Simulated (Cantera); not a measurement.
Feed: 1 mol CH₃SiCl₃, 0.084 mol C₂H₂, 100 mol H₂, held at 2400 °C and 0.0100 bar.

Method: chemical equilibrium by Gibbs-energy minimisation in Cantera with the NASA 1993 tables (ideal gas, pure condensed phases). Candidate condensed phases: C, C₆H₆, C₇H₈, C₈H₁₈, Si, SiC; 109 gas species. The feed counts by its element totals alone. The tables' values for SiCl are old estimates; treat these amounts as uncertain. Equilibrium is a limit: real reactors are often held back by kinetics, nucleation or transport.

Base state: H₂ 0.576, H 0.389, HCl 0.0157, Cl 0.00738, Si 0.00678, C₂H₂ (acetylene) 0.00331, SiC₂ 0.000749, C₂H 0.000226 (mole fractions); condensed: gas only.

### Question
What changes in the equilibrium state with this change: H₂ from 100 to 2 mol?

### Answer
```json
[
 {"species": "H", "before": "0.389", "after": "0.252"},
 {"species": "H₂", "before": "0.576", "after": "0.241"},
 {"species": "HCl", "before": "0.0157", "after": "0.214"},
 {"species": "Cl", "before": "0.00738", "after": "0.155"},
 {"species": "SiCl₂", "before": "2.35e-6", "after": "0.0117"},
 {"species": "SiC₂", "before": "0.000749", "after": "0.0315"},
 {"species": "Si", "before": "0.00678", "after": "0.0763"},
 {"species": "SiCl₃", "before": "<1e-9", "after": "2.05e-5"},
 {"species": "Si₂C", "before": "9.24e-6", "after": "0.00226"},
 {"species": "SiCl", "before": "3.64e-5", "after": "0.00864"},
 {"species": "C(graphite), mol", "before": "0", "after": "0.577"}
]
```
The tables' values for SiCl, SiCl₃ are old estimates; treat these amounts as uncertain. Gases not in the tables: Si₂H₆ and higher silanes.

### Question
What changes in the equilibrium state with this change: CH₃SiCl₃ replaced by SiH₄?

### Answer
```
species   before    after
-------  -------  -------
H₂         0.576    0.596
H          0.389    0.396
Si       0.00678  0.00753
HCl       0.0157        0
Cl       0.00738        0
SiCl     3.64e-5        0
C₃       8.52e-5  4.43e-6
C₂       1.57e-5  2.18e-6
```
